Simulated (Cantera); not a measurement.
## Diamond growth

A diamond (100) surface in a fixed gas of H2 with x(CH4) = 0.0069, x(H) = 0.00033, at 1150 K, 0.217 atm; coverages are run to steady state.

Model: the Harris–Goodwin 1993 mechanism for the reconstructed diamond (100) surface, integrated in Cantera.

```json
[
 {"x(CH3)": "1e-06", "growth (µm/h)": "0.0395", "θ c6HH": "0.523", "θ c6H*": "0.0306", "θ c6*H": "0.433", "θ c6**": "0.0131", "θ c6HM": "0.000160"},
 {"x(CH3)": "2.9e-06", "growth (µm/h)": "0.115", "θ c6HH": "0.523", "θ c6H*": "0.0305", "θ c6*H": "0.433", "θ c6**": "0.0131", "θ c6HM": "0.000464"},
 {"x(CH3)": "8.1e-06", "growth (µm/h)": "0.319", "θ c6HH": "0.522", "θ c6H*": "0.0305", "θ c6*H": "0.432", "θ c6**": "0.0130", "θ c6HM": "0.00129"},
 {"x(CH3)": "2.3e-05", "growth (µm/h)": "0.901", "θ c6HH": "0.520", "θ c6H*": "0.0304", "θ c6*H": "0.431", "θ c6**": "0.0129", "θ c6HM": "0.00365"},
 {"x(CH3)": "6.6e-05", "growth (µm/h)": "2.54", "θ c6HH": "0.515", "θ c6H*": "0.0300", "θ c6*H": "0.426", "θ c6**": "0.0125", "θ c6HM": "0.0103"},
 {"x(CH3)": "0.00019", "growth (µm/h)": "6.94", "θ c6HH": "0.500", "θ c6H*": "0.0291", "θ c6*H": "0.412", "θ c6**": "0.0115", "θ c6HM": "0.0283"},
 {"x(CH3)": "0.00054", "growth (µm/h)": "17.4", "θ c6HH": "0.464", "θ c6H*": "0.0268", "θ c6*H": "0.380", "θ c6**": "0.00932", "θ c6HM": "0.0719"},
 {"x(CH3)": "0.0015", "growth (µm/h)": "36.9", "θ c6HH": "0.396", "θ c6H*": "0.0224", "θ c6*H": "0.318", "θ c6**": "0.00583", "θ c6HM": "0.157"},
 {"x(CH3)": "0.0044", "growth (µm/h)": "66.0", "θ c6HH": "0.287", "θ c6H*": "0.0155", "θ c6*H": "0.220", "θ c6**": "0.00230", "θ c6HM": "0.294"}
]
```
θ: site fractions in the mechanism's names (c6HH fully hydrogenated, c6H* and c6*H radical sites, c6** diradical, c6HM methylated).
